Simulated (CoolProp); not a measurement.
Chlorine at 261.89 K and 1.4 MPa is throttled through a valve to 0.198 MPa with no heat exchange. Each further row changes one setting.

Values from CoolProp's reference Helmholtz-energy equation of state, Thol 2021.

| case | temperature change (K) | final phase | final density (kg/m³) |
|---|---|---|---|
| as stated | … | … | … |
| outlet pressure 0.0594 MPa | -34.2 | … | … |
| outlet pressure 0.257 MPa | … | liquid | 1500 |

Q: Fill in the missing entries.

A: 
- as stated, temperature change (K): -6.3
- as stated, final phase: two-phase, vapour fraction 0.023
- as stated, final density (kg/m³): 251
- outlet pressure 0.0594 MPa, final phase: two-phase, vapour fraction 0.111
- outlet pressure 0.0594 MPa, final density (kg/m³): 20.1
- outlet pressure 0.257 MPa, temperature change (K): +0.4
